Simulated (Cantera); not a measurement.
Charge: 1 mol Ta2O5, 2 mol CH4, 0.9 mol H2, equilibrated at 5.48 Torr.

Cantera equilibrium calculation (NASA polynomials, part measured and part estimated; ideal gas, pure solids and liquids). Candidate condensed phases: C, C6H6, C7H8, C8H18, H2O, Ta, TaC, Ta2O5; 113 gas species. Mutual solubility and eutectic melting of coexisting phases are not modelled. Condensed phases not in the tables: Ta2C, N, O or C dissolved in the metal. The numbers say what is thermodynamically allowed, not how fast it happens. All values below are at 1827 °C.

Base state: H2 0.682, CO 0.285, H 0.0301, H2O 0.00184, TaO2 0.000711, CO2 0.000155, TaO 0.000139 (mole fractions); condensed: Ta(s) + Ta2O5(l).

What changes in the equilibrium state with this change: pressure from 5.48 Torr to 750 Torr?


```tsv
species	before	after
H2	0.682	0.768
CO	0.285	0.224
H2O	0.00184	0.00491
H	0.0301	0.00273
TaO2	0.000711	3.37e-6
TaO	0.000139	2.78e-7
CO2	0.000155	0.000290
Ta(s), mol	0.804	0
Ta2O5(l), mol	0.595	0.710
TaC(s), mol	0	0.581
```
TaC: taken at fixed stoichiometry. Condensed phases not in the tables: Ta2C.
